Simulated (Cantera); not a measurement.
Formation from one mole of O2

Standard-state values (1 bar) from the NASA 1993 polynomials, evaluated with Cantera. Values are per mole of reaction as written; species without (g) are pure solids or liquids, kept so even where they would boil at 1 bar.

0.8 V + O2(g) → 0.4 V2O5

```csv
T (K),ΔH° (kJ),ΔS° (J/K),ΔG° (kJ),log10 K,condensed phases
300,-620.2,-176.0,-567.4,98.80,"V(s), V2O5(s)"
973,-586.1,-135.3,-454.5,24.40,"V(s), V2O5(l)"
1048,-584.8,-134.0,-444.4,22.15,"V(s), V2O5(l)"
1123,-583.5,-132.8,-434.4,20.20,"V(s), V2O5(l)"
1198,-582.4,-131.8,-424.4,18.51,"V(s), V2O5(l)"
1273,-581.2,-130.9,-414.6,17.01,"V(s), V2O5(l)"
1348,-580.2,-130.1,-404.8,15.69,"V(s), V2O5(l)"
1423,-579.2,-129.4,-395.1,14.50,"V(s), V2O5(l)"
```

1.333 B + O2(g) → 0.6667 B2O3(g)

```csv
T (K),ΔH° (kJ),ΔS° (J/K),ΔG° (kJ),log10 K
300,-557.3,-23.7,-550.2,95.80
973,-559.3,-26.6,-533.4,28.63
1048,-559.6,-27.0,-531.3,26.48
1123,-560.0,-27.3,-529.3,24.62
1198,-560.3,-27.6,-527.2,22.99
1273,-560.7,-27.9,-525.2,21.55
1348,-561.0,-28.2,-523.1,20.27
1423,-561.4,-28.5,-520.9,19.12
```

1.333 Ti + O2(g) → 0.6667 Ti2O3

```tsv
T (K)	ΔH° (kJ)	ΔS° (J/K)	ΔG° (kJ)	log10 K	condensed phases
300	-1013.9	-194.4	-955.6	166.37	Ti(α), Ti2O3(s)
973	-1000.7	-173.0	-832.4	44.69	Ti(α), Ti2O3(s)
1048	-999.4	-171.6	-819.5	40.85	Ti(α), Ti2O3(s)
1123	-998.4	-170.7	-806.7	37.52	Ti(α), Ti2O3(s)
1198	-1002.2	-174.0	-793.7	34.61	Ti(β), Ti2O3(s)
1273	-1000.4	-172.5	-780.7	32.04	Ti(β), Ti2O3(s)
1348	-998.6	-171.2	-767.8	29.75	Ti(β), Ti2O3(s)
1423	-996.9	-170.0	-755.1	27.72	Ti(β), Ti2O3(s)
```
